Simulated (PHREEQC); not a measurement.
Consider water at 15 °C with 9 mmol/kgw CaSO4, 0.041 mmol/kgw CO2 and 1 mmol/kgw KCl. Closed to the air; pH follows from the charge balance.

The numbers come from PHREEQC with the ion-association model, phreeqc.dat.

This is a speciation only: nothing precipitates in the calculation.

Problem. Estimate the pH.

Solution. pH 5.48.

Problem. In which forms is C present?

Solution. CO2 88 %, HCO3- 12 % of the C.
